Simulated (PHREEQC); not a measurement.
Make-up at 15 °C: 26 mmol/kgw H3PO4 and 82 mmol/kgw HCl. Closed to the air; pH follows from the charge balance.

The numbers come from PHREEQC with the ion-association model, phreeqc.dat.

No solid was allowed to form.

Question: What pH, specific conductance, density does the model give?

Answer: pH 1.15; specific conductance 23900 µS/cm; density 1.002 g/cm³.

Question: In which forms is P present?

Answer: H3PO4 88 %, H2PO4- 12 % of the P.
